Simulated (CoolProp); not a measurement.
C3F8 (R218) at 298.15 K and 13.1 MPa is throttled through a valve to 3.01 MPa with no heat exchange. Each further row changes one setting.

The numbers come from the reference Helmholtz-energy equation of state, Lemmon 2006 in CoolProp. It is a short technical equation, of lower accuracy than the large ones.

```tsv
case	temperature change (K)	final density (kg/m³)
as stated	…	…
outlet pressure 0.903 MPa	…	…
outlet pressure 3.91 MPa	…	…
```

Q: Complete the blanks.

A: 
- as stated, temperature change (K): +0.5
- as stated, final density (kg/m³): 1350
- outlet pressure 0.903 MPa, temperature change (K): +0.1
- outlet pressure 0.903 MPa, final density (kg/m³): 1320
- outlet pressure 3.91 MPa, temperature change (K): +0.6
- outlet pressure 3.91 MPa, final density (kg/m³): 1370
